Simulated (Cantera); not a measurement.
Charge: 1 mol SiHCl₃, 35 mol N₂, at 1200 K and 0.00650 bar.

Cantera equilibrium calculation (NASA polynomials, part measured and part estimated; ideal gas, pure solids and liquids). Candidate condensed phases: NH₄Cl, Si, Si₃N₄; 28 gas species. N₂ is the only nitrogen source here; it is nearly inert below about 1500 K, so the nitride shown seldom forms there in practice. The tables' values for SiCl₃ are old estimates; treat these amounts as uncertain. Equilibrium is a limit: real reactors are often held back by kinetics, nucleation or transport.

Base state: N₂ 0.959, HCl 0.0257, SiCl₄ 0.0135, H₂ 0.000983, SiCl₃ 0.000818, SiCl₂ 0.000436, SiHCl₃ 1.40e-5 (mole fractions); condensed: Si₃N₄(s).

Q: What changes in the equilibrium state with this change: temperature from 1200 K to 1400 K?

A: 
```json
[
 {"species": "N₂", "before": "0.959", "after": "0.952"},
 {"species": "HCl", "before": "0.0257", "after": "0.0248"},
 {"species": "SiCl₂", "before": "0.000436", "after": "0.0137"},
 {"species": "SiCl₄", "before": "0.0135", "after": "0.00455"},
 {"species": "Cl", "before": "1.74e-6", "after": "3.47e-5"},
 {"species": "SiCl₃", "before": "0.000818", "after": "0.00383"},
 {"species": "H₂", "before": "0.000983", "after": "0.00126"},
 {"species": "SiHCl₃", "before": "1.40e-5", "after": "1.64e-5"},
 {"species": "Si₃N₄(s), mol", "before": "0.156", "after": "0.0638"}
]
```
